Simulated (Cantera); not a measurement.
Mixture: C3H8 : O2 : N2 = 1 : 6.58 : 24.7 (molar parts), at 16.8 atm, adiabatic and at constant pressure. Ignition delay is the time to a rise of 400 K.

Detailed kinetics in Cantera: GRI-Mech 3.0 (53 species, 325 reactions). GRI-Mech 3.0 was tuned for natural gas; its chemistry of propane as a main component is partial and can be far from experiment. The pressure lies above the range GRI-Mech 3.0 was tuned for (to about 10 atm).

Q: What does this change do: C3H8 1 to 1.5 parts?

A: 
```tsv
quantity	before	after
delay at 1148 K	2.62 ms	2.83 ms
delay at 1198 K	1.11 ms	1.18 ms
delay at 1248 K	0.482 ms	0.507 ms
delay at 1298 K	0.217 ms	0.225 ms
delay at 1348 K	0.102 ms	0.105 ms
delay at 1398 K	51.0 µs	51.8 µs
delay at 1448 K	27.1 µs	27.3 µs
apparent activation energy between 1348 and 1448 K	220 kJ/mol	220 kJ/mol
```

Q: What does this change do: O2 6.58 to 4.9 parts?

A: 
```tsv
quantity	before	after
delay at 1148 K	2.62 ms	3.41 ms
delay at 1198 K	1.11 ms	1.42 ms
delay at 1248 K	0.482 ms	0.605 ms
delay at 1298 K	0.217 ms	0.268 ms
delay at 1348 K	0.102 ms	0.125 ms
delay at 1398 K	51.0 µs	61.9 µs
delay at 1448 K	27.1 µs	32.6 µs
apparent activation energy between 1348 and 1448 K	220 kJ/mol	220 kJ/mol
```

Q: What does this change do: C3H8 1 to 2.2 parts?

A: 
| quantity | before | after |
|---|---|---|
| delay at 1148 K | 2.62 ms | 3.02 ms |
| delay at 1198 K | 1.11 ms | 1.25 ms |
| delay at 1248 K | 0.482 ms | 0.529 ms |
| delay at 1298 K | 0.217 ms | 0.232 ms |
| delay at 1348 K | 0.102 ms | 0.107 ms |
| delay at 1398 K | 51.0 µs | 52.7 µs |
| delay at 1448 K | 27.1 µs | 27.6 µs |
| apparent activation energy between 1348 and 1448 K | 220 kJ/mol | 220 kJ/mol |
